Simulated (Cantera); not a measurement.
An isothermal, constant-pressure homogeneous reactor starts with CH3OH : O2 : N2 = 0.015 : 0.018 : 0.11 (molar parts), equivalence ratio 1.2, at 1550 K and 160000 Pa.

Computed with Cantera and GRI-Mech 3.0 (53 species, 325 reactions). GRI-Mech 3.0 was tuned for natural gas; its chemistry of methanol as a main component is partial and can be far from experiment. The temperature is held fixed by assumption; the heat of reaction is taken as removed at once.

x: mole fraction; the columns are a selection and need not sum to one.

```json
[
 {"t (s)": "0.000300", "x CH3OH": "<1e-12", "x O2": "0.00176", "x C2H6": "<1e-12", "x HO2": "2.09e-6", "x CH2O": "3.02e-9", "x CO2": "0.0625", "x C2H": "<1e-12"},
 {"t (s)": "0.000808", "x CH3OH": "<1e-12", "x O2": "4.90e-5", "x C2H6": "<1e-12", "x HO2": "7.14e-8", "x CH2O": "1.21e-9", "x CO2": "0.0663", "x C2H": "<1e-12"},
 {"t (s)": "0.00217", "x CH3OH": "<1e-12", "x O2": "?", "x C2H6": "<1e-12", "x HO2": "?", "x CH2O": "7.82e-10", "x CO2": "0.0662", "x C2H": "<1e-12"},
 {"t (s)": "0.00585", "x CH3OH": "<1e-12", "x O2": "?", "x C2H6": "<1e-12", "x HO2": "6.25e-10", "x CH2O": "6.52e-10", "x CO2": "0.0662", "x C2H": "<1e-12"},
 {"t (s)": "0.0158", "x CH3OH": "<1e-12", "x O2": "5.62e-8", "x C2H6": "<1e-12", "x HO2": "5.39e-11", "x CH2O": "6.08e-10", "x CO2": "0.0662", "x C2H": "<1e-12"},
 {"t (s)": "0.0424", "x CH3OH": "<1e-12", "x O2": "7.32e-9", "x C2H6": "<1e-12", "x HO2": "4.02e-12", "x CH2O": "5.92e-10", "x CO2": "0.0662", "x C2H": "<1e-12"},
 {"t (s)": "0.114", "x CH3OH": "<1e-12", "x O2": "1.20e-9", "x C2H6": "<1e-12", "x HO2": "<1e-12", "x CH2O": "5.87e-10", "x CO2": "0.0662", "x C2H": "<1e-12"},
 {"t (s)": "0.307", "x CH3OH": "<1e-12", "x O2": "4.37e-10", "x C2H6": "<1e-12", "x HO2": "<1e-12", "x CH2O": "5.85e-10", "x CO2": "0.0662", "x C2H": "<1e-12"},
 {"t (s)": "0.828", "x CH3OH": "<1e-12", "x O2": "3.53e-10", "x C2H6": "<1e-12", "x HO2": "<1e-12", "x CH2O": "5.84e-10", "x CO2": "0.0662", "x C2H": "<1e-12"},
 {"t (s)": "2.23", "x CH3OH": "<1e-12", "x O2": "3.13e-10", "x C2H6": "<1e-12", "x HO2": "<1e-12", "x CH2O": "5.84e-10", "x CO2": "0.0662", "x C2H": "<1e-12"},
 {"t (s)": "6.00", "x CH3OH": "<1e-12", "x O2": "3.03e-10", "x C2H6": "<1e-12", "x HO2": "<1e-12", "x CH2O": "5.84e-10", "x CO2": "0.0662", "x C2H": "<1e-12"}
]
```

**Question.** Some entries are withheld; supply them.

**Answer.** 
- 0.00217, x O2: 4.08e-6
- 0.00217, x HO2: 6.30e-9
- 0.00585, x O2: 4.59e-7
